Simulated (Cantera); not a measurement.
A closed system holds: 1 mol Cr, 4.1 mol H₂O, at 1677 °C and 100000 Pa.

Cantera equilibrium calculation (NASA polynomials, part measured and part estimated; ideal gas, pure solids and liquids). Candidate condensed phases: Cr, Cr₂O₃, H₂O; 13 gas species. Rates play no part.

Problem. What is the equilibrium state?

Solution. x(H₂O): 0.634
x(H₂): 0.365
x(H): 0.000693
x(OH): 0.000109
n(Cr₂O₃(s)): 0.500 mol
gas amount: 4.102 mol
log10 activity of Cr(s) (absent): -3.23
